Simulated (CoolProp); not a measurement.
Vapour-liquid equilibrium of cyclohexane (1) + m-xylene (2) at 876 kPa; x and y are mole fractions of (1).

Values from CoolProp's multi-fluid Helmholtz-energy mixture model, Zhou 2014 and Zhou 2012; pair parameters Bell 2016.

```tsv
x	bubble temperature, mixture model (°C)	bubble temperature, Raoult's law (°C)	y, mixture model	y, Raoult's law
0.05	236.8	237.1	0.119	0.133
0.15	226.1	227.1	0.317	0.346
0.25	216.7	218.2	0.471	0.507
0.35	208.6	210.3	0.592	0.630
0.45	201.5	203.2	0.686	0.727
0.55	195.4	196.8	0.763	0.803
0.65	189.9	191.0	0.827	0.863
0.75	185.1	185.7	0.883	0.913
0.85	180.6	180.9	0.932	0.953
0.95	176.4	176.5	0.978	0.986
```

The largest gap from Raoult's law is -1.7 K in bubble temperature, at x = 0.35. No azeotrope shows between x = 0.05 and 0.95.

The pair parameters rest on a limited set of measurements; away from them the model extrapolates.
